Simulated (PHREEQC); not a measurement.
Hard or scaling water (model solution)

Consider water at 25 °C with 0.0006 mol/kgw Ca(HCO3)2, 0.00014 mol/kgw NaHCO3 and 0.0017 mol/kgw H4SiO4. Closed to the air; pH follows from the charge balance.

Equilibrium calculation in PHREEQC: ion-association model, phreeqc.dat.

Each row changes one thing in this solution. This is a speciation only: nothing precipitates in the calculation.

```tsv
case	pH	ionic strength (mol/kgw)	HCO3- (mol/kgw)	CO2 (mol/kgw)	H3SiO4- (mol/kgw)	NaHCO3 (mol/kgw)	SI of SiO2(a) (SiO2)
as made	7.93	0.00192	0.00129	3.27e-5	2.20e-5	9.21e-8	-0.06
NaHCO3 replaced by NaH2PO4 at the same molality	7.36	0.00195	0.00109	0.000102	5.98e-6	7.77e-8	-0.06
diluted 5-fold with water	7.94	0.000388	0.000260	6.59e-6	4.39e-6	3.91e-9	-0.76
H4SiO4 replaced by Na2SiF6 at the same molality	3.64	0.00666	2.82e-6	0.00134	4.35e-10	4.72e-9	-0.49
Ca(HCO3)2 left out	7.52	0.000140	0.000131	8.83e-6	8.31e-6	1.00e-8	-0.06
0.00043 mol/kgw Ca(OH)2 added	9.45	0.00293	0.00102	7.67e-7	0.000521	7.13e-8	-0.22
0.00087 mol/kgw HF added	6.06	0.00194	0.000469	0.000868	3.04e-7	3.35e-8	-0.06
temperature from 25 to 60 °C	7.67	0.00190	0.00127	5.04e-5	3.22e-5	7.53e-8	-0.32
0.00029 mol/kgw LiOH added	8.92	0.00217	0.00124	3.20e-6	0.000193	8.79e-8	-0.11
```

Species that the database lacks are ignored. Some of these states are supersaturated (in Quartz (slow to form), Chalcedony (slow to form), Hydroxyapatite, for instance). Constants without temperature data keep their 25 °C values here.
